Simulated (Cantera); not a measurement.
A closed system holds: 1 mol B, a varied amount of O₂, 35 mol H₂, at 825 K and 133 Pa.

Method: chemical equilibrium by Gibbs-energy minimisation in Cantera with the NASA 1993 tables (ideal gas, pure condensed phases). Candidate condensed phases: B, B₂O₃, B₃O₃H₃, H₂O; 23 gas species. Gases not in the tables: H₃BO₃. The numbers say what is thermodynamically allowed, not how fast it happens.

log p: log10 of the partial pressure in bar; n: condensed amount in mol.

| n(O₂) (mol) | log p H₂ | log p H₂O | log p (HBO₂)₃ | log p B₃O₃H₃ | log p HBO₂ | log p HBO | n B(s) | n B₂O₃(l) |
|---|---|---|---|---|---|---|---|---|
| 0.7 | -2.88 | -12.39 | <-14 | -6.66 | -12.73 | -9.81 | 0.0609 | 0.461 |
| 0.92 | -2.88 | -4.89 | -8.44 | <-14 | -8.98 | -13.57 | 0 | 0.500 |
| 1.2 | -2.89 | ___ | ___ | <-14 | ___ | ___ | 0 | 0.499 |
| 1.6 | -2.90 | -4.19 | -7.39 | <-14 | -8.63 | -13.94 | 0 | 0.498 |
| 2.2 | -2.91 | ___ | ___ | <-14 | ___ | ___ | 0 | 0.496 |
| 2.9 | -2.93 | -3.79 | -6.79 | <-14 | -8.42 | -14.17 | 0 | 0.494 |
| 3.8 | -2.96 | -3.63 | -6.56 | <-14 | -8.35 | -14.28 | 0 | 0.489 |

Task: Complete the blanks.

Result: 
- 2.2, log p H₂O: -3.96
- 2.2, log p (HBO₂)₃: -7.04
- 2.2, log p HBO₂: -8.51
- 2.2, log p HBO: -14.07
- 1.2, log p H₂O: -4.47
- 1.2, log p (HBO₂)₃: -7.81
- 1.2, log p HBO₂: -8.76
- 1.2, log p HBO: -13.79
